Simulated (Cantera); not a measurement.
A perfectly stirred reactor is fed with CH4 : CO : O2 : N2 = 1 : 1.4 : 3.03 : 11.4 (molar parts), equivalence ratio 0.89, at 14.0 bar; it is adiabatic with a 625 K inlet, and is followed from long to short residence time, starting on the burning branch (τ in s: 0.11, 0.047, 0.02, 0.0085, 0.0036, 0.0016, 0.00067, 0.00028, 0.00012, 5.2e-05, 2.2e-05).

Computed with Cantera and GRI-Mech 3.0 (53 species, 325 reactions). The pressure lies above the range GRI-Mech 3.0 was tuned for (to about 10 atm).

**Question.** Predict: blow-out, bracketed by the residence times tried; x(CH4) at τ = 0.110 s; x(CO) at τ = 0.110 s; x(O2) at τ = 0.110 s; x(HCN) at τ = 0.110 s; x(CH4) at τ = 1.60 ms; x(CO) at τ = 1.60 ms; x(O2) at τ = 1.60 ms; x(C2H4) at τ = 1.60 ms; x(HCN) at τ = 1.60 ms.

**Answer.** 
| Property | Result |
|---|---|
| blow-out, bracketed by the residence times tried | burning at 22.0 µs, the shortest tried |
| x(CH4) at τ = 0.110 s | 1.54e-7 |
| x(CO) at τ = 0.110 s | 0.00660 |
| x(O2) at τ = 0.110 s | 0.0203 |
| x(HCN) at τ = 0.110 s | 3.69e-8 |
| x(CH4) at τ = 1.60 ms | 9.10e-6 |
| x(CO) at τ = 1.60 ms | 0.00837 |
| x(O2) at τ = 1.60 ms | 0.0232 |
| x(C2H4) at τ = 1.60 ms | 1.36e-9 |
| x(HCN) at τ = 1.60 ms | 5.03e-7 |
